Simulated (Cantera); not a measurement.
Premixed flame

A freely propagating, adiabatic, planar premixed flame of 46.8 % H2, 13.1 % O2, 40.0 % N2, equivalence ratio 1.8, unburnt at 375 K and 85000 Pa; mixture-averaged transport, grid criteria slope 0.08 and curve 0.16, no radiation.

Computed with Cantera and the H2/O2 subset of GRI-Mech 3.0, which has no nitrogen chemistry. Burning velocities carry a grid error of a few per cent, more on coarse grids.

```tsv
z (mm)	T (K)	u (m/s)	x H2	x O2	x HO2	x H	x OH	x O
-1.34	375	5.02	0.468	0.131	<1e-8	<1e-8	<1e-8	<1e-8
-0.891	375	5.02	0.468	0.131	<1e-8	<1e-8	<1e-8	<1e-8
-0.668	375	5.02	0.468	0.131	<1e-8	<1e-8	<1e-8	<1e-8
-0.445	375	5.02	0.468	0.131	2.01e-8	<1e-8	<1e-8	<1e-8
-0.223	388	5.17	0.466	0.132	0.000110	1.08e-5	1.36e-5	1.71e-6
-0.111	669	8.66	0.431	0.126	0.000260	0.00603	0.00109	0.000204
0	1142	14.3	0.329	0.0911	8.53e-5	0.0456	0.00210	0.00309
0.111	1460	18.1	0.222	0.0298	2.57e-5	0.0880	0.00507	0.00512
0.223	1603	19.8	0.189	0.00700	5.80e-6	0.0966	0.00615	0.00350
0.445	1731	21.2	0.189	0.00183	1.46e-6	0.0861	0.00699	0.00255
0.891	1862	22.6	0.199	0.00120	9.20e-7	0.0693	0.00735	0.00195
1.78	1991	23.9	0.208	0.000763	5.83e-7	0.0522	0.00697	0.00128
3.56	2107	25.0	0.216	0.000411	3.35e-7	0.0367	0.00590	0.000714
```
x: mole fraction of selected species; z is measured from the peak of heat release.

The laminar burning velocity is 502 cm/s and the thermal thickness is 0.445 mm. The peak x(HO2) comes out as 0.000442, the peak x(H) comes out as 0.0967 and the peak x(OH) is 0.00735. The peak x(O) is 0.00528.
